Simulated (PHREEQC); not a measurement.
H2SO4 is added in steps, without added water, to 1 kg of water holding 1.2 mol Na2CO3, at 25 °C. CO2 is held at log p = -3.4 (atm). Only these solids could form: Burkeite, Mirabilite, Nahcolite, Natron, Thenardite, Trona.

Base run: PHREEQC, Pitzer model, pitzer.dat. Each further column changes one thing. The table gives pH.

```json
[
 {"H2SO4 added (mol)": "0", "base": "10.14", "database wateq4f.dat": "10.02"},
 {"H2SO4 added (mol)": "0.1625", "base": "10.11", "database wateq4f.dat": "9.98"},
 {"H2SO4 added (mol)": "0.2437", "base": "10.09", "database wateq4f.dat": "9.96"},
 {"H2SO4 added (mol)": "0.4062", "base": "10.04", "database wateq4f.dat": "9.91"},
 {"H2SO4 added (mol)": "0.4875", "base": "10.02", "database wateq4f.dat": "9.88"},
 {"H2SO4 added (mol)": "0.65", "base": "9.96", "database wateq4f.dat": "9.82"},
 {"H2SO4 added (mol)": "0.8125", "base": "9.87", "database wateq4f.dat": "9.73"},
 {"H2SO4 added (mol)": "0.8938", "base": "9.82", "database wateq4f.dat": "9.67"},
 {"H2SO4 added (mol)": "1.056", "base": "9.63", "database wateq4f.dat": "9.49"},
 {"H2SO4 added (mol)": "1.137", "base": "9.42", "database wateq4f.dat": "9.29"},
 {"H2SO4 added (mol)": "1.3", "base": "1.67", "database wateq4f.dat": "1.72"}
]
```

In brines, pH and single-ion activities rest on the MacInnes convention. The ionic strength passes 0.7 mol/kgw, the rough limit of the ion-association models, in part of: database wateq4f.dat. pitzer.dat has no redox and few complexes: it carries them in its interaction parameters. Solids allowed in the column 'database wateq4f.dat': Mirabilite, Nahcolite, Natron.
